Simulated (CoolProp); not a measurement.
Vapour-liquid equilibrium of propane (1) + c-C4F8 (RC318) (2) at -28.25 °C; x and y are mole fractions of (1).

Computed with CoolProp (multi-fluid Helmholtz-energy mixture model, Lemmon 2009 and Platzer 1990; pair parameters Bell 2016). This equation is an older, rougher fit; its heat capacities, sound speeds and derivatives of the liquid may be far off and weren't checked against measurements.

```json
[
 {"x": "0.05", "bubble pressure, mixture model (MPa)": "0.06427", "bubble pressure, Raoult's law (MPa)": "0.04355", "y, mixture model": "0.453", "y, Raoult's law": "0.206"},
 {"x": "0.2", "bubble pressure, mixture model (MPa)": "0.1236", "bubble pressure, Raoult's law (MPa)": "0.06504", "y, mixture model": "0.745", "y, Raoult's law": "0.553"},
 {"x": "0.35", "bubble pressure, mixture model (MPa)": "0.1523", "bubble pressure, Raoult's law (MPa)": "0.08654", "y, mixture model": "0.810", "y, Raoult's law": "0.727"},
 {"x": "0.5", "bubble pressure, mixture model (MPa)": "0.1641", "bubble pressure, Raoult's law (MPa)": "0.1080", "y, mixture model": "0.835", "y, Raoult's law": "0.832"},
 {"x": "0.65", "bubble pressure, mixture model (MPa)": "0.1701", "bubble pressure, Raoult's law (MPa)": "0.1295", "y, mixture model": "0.852", "y, Raoult's law": "0.902"},
 {"x": "0.8", "bubble pressure, mixture model (MPa)": "0.1757", "bubble pressure, Raoult's law (MPa)": "0.1510", "y, mixture model": "0.880", "y, Raoult's law": "0.952"},
 {"x": "0.95", "bubble pressure, mixture model (MPa)": "0.1802", "bubble pressure, Raoult's law (MPa)": "0.1725", "y, mixture model": "0.952", "y, Raoult's law": "0.989"}
]
```

The largest gap from Raoult's law is +90.0 % in bubble pressure, at x = 0.2. No azeotrope shows between x = 0.05 and 0.95.

Pair parameters are fitted to limited data, so mixtures are less certain than the pure fluids. With so large a gap from Raoult's law the liquid may split in two, which this calculation doesn't test in full.
